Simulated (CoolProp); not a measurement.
The numbers come from the reference Helmholtz-energy equation of state, Wu 2011 in CoolProp.

Q: Give the vapour pressure (bar), liquid density (kg/m³), vapour density (kg/m³), liquid cp (kJ/(kg K)) of saturated dimethyl ether at 304.8 K.

A: 
| T (K) | p (bar) | liquid density (kg/m³) | vapour density (kg/m³) | liquid cp (kJ/(kg K)) |
|---|---|---|---|---|
| 304.8 | 7.12 | 650 | 14.9 | 2.47 |
